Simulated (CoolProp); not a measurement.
Vapour-liquid equilibrium of n-hexane (1) + toluene (2) at 294.7 K; x and y are mole fractions of (1).

Computed with CoolProp (multi-fluid Helmholtz-energy mixture model, Thol 2019 and Lemmon 2006; pair parameters Bell 2016).

```
x     bubble pressure, mixture model (MPa)  bubble pressure, Raoult's law (MPa)  y, mixture model  y, Raoult's law
----  ------------------------------------  -----------------------------------  ----------------  ---------------
0.05                              0.004426                             0.003879             0.317            0.223
0.2                               0.007417                             0.006001             0.648            0.577
0.35                              0.009674                             0.008124             0.770            0.746
0.5                                0.01155                              0.01025             0.841            0.845
0.65                               0.01327                              0.01237             0.894            0.910
0.8                                0.01496                              0.01449             0.941            0.956
0.95                               0.01671                              0.01662             0.985            0.990
```

The largest gap from Raoult's law is +23.6 % in bubble pressure, at x = 0.2. No azeotrope shows between x = 0.05 and 0.95.

Pair parameters are fitted to limited data, so mixtures are less certain than the pure fluids.
